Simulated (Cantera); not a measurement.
Standard-state values (1 bar) from the NASA 1993 polynomials, evaluated with Cantera. Values are per mole of reaction as written; species without (g) are pure solids or liquids, kept so even where they would boil at 1 bar.

1.143 Ti + O2(g) ⇌ 0.2857 Ti4O7

```
T (K)  ΔH° (kJ)  ΔS° (J/K)  ΔG° (kJ)  log10 K  condensed phases
-----  --------  ---------  --------  -------  ----------------
1373     -964.4     -170.7    -730.0    27.77   Ti(β), Ti4O7(s)
1523     -962.1     -169.2    -704.5    24.16   Ti(β), Ti4O7(s)
1673     -960.3     -168.0    -679.2    21.21   Ti(β), Ti4O7(s)
1823     -958.8     -167.1    -654.1    18.74   Ti(β), Ti4O7(s)
1973          …          …         …        …   Ti(l), Ti4O7(l)
2123     -907.6     -140.9    -608.4    14.97   Ti(l), Ti4O7(l)
2273     -905.6     -140.0    -587.3    13.50   Ti(l), Ti4O7(l)
2423          …          …         …        …   Ti(l), Ti4O7(l)
2573     -901.7     -138.4    -545.6    11.08   Ti(l), Ti4O7(l)
2723     -899.9     -137.7    -524.8    10.07   Ti(l), Ti4O7(l)
2873     -898.0     -137.1    -504.2     9.17   Ti(l), Ti4O7(l)
```

Some entries are withheld; supply them.


- 1973, ΔH° (kJ): -909.7
- 1973, ΔS° (J/K): -141.9
- 1973, ΔG° (kJ): -629.6
- 1973, log10 K: 16.67
- 2423, ΔH° (kJ): -903.6
- 2423, ΔS° (J/K): -139.2
- 2423, ΔG° (kJ): -566.4
- 2423, log10 K: 12.21
